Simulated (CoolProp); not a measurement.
Properties of n-pentane at several states (Tc = 469.7 K, pc = 3368 kPa, ω = 0.251).

Computed with CoolProp (reference Helmholtz-energy equation of state, Thol 2019).

| T (K) | p (kPa) | phase | density (kg/m³) | isothermal compressibility (1/MPa) | expansivity (1/kK) | viscosity (µPa s) | conductivity (mW/(m K)) |
|---|---|---|---|---|---|---|---|
| 514.9 | 11500 | supercritical | 385.5 | 0.02786 | 4.178 | 30.5 | 79.6 |
| 368.5 | 14.3 | gas | 0.3379 | 70.16 | 2.744 | 8.40 | 22.0 |
| 420.2 | 3890 | liquid | 482.2 | 0.01211 | 3.375 | 55.6 | 79.9 |
| 601.3 | 49.4 | gas | 0.7144 | 20.29 | 1.676 | 13.5 | 55.7 |
| 389.8 | 960 | liquid | 515.0 | 0.008268 | 2.898 | 70.9 | 83.4 |

Viscosity comes from a separate model (Quiñones-Cisneros 2006), older than the equation that it now runs on, and unchecked against measurements. Thermal conductivity comes from a separate model (Vassiliou 2015).
